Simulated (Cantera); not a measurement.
A freely propagating, adiabatic, planar premixed flame of 53.5 % H₂, 11.6 % O₂, 34.9 % N₂, equivalence ratio 2.3, unburnt at 350 K and 11000 Pa; multicomponent transport, grid criteria slope 0.08 and curve 0.16, no radiation.

Model: the H2/O2 subset of GRI-Mech 3.0, which has no nitrogen chemistry, integrated in Cantera. Burning velocities carry a grid error of a few per cent, more on coarse grids.

Question: Predict: laminar burning velocity; thermal thickness; peak x(HO₂); peak x(OH); peak x(H); peak x(O).

Answer: 
| Property | Result |
|---|---|
| laminar burning velocity | 311 cm/s |
| thermal thickness | 6.89 mm |
| peak x(HO₂) | 9.95e-5 |
| peak x(OH) | 0.00299 |
| peak x(H) | 0.122 |
| peak x(O) | 0.00336 |
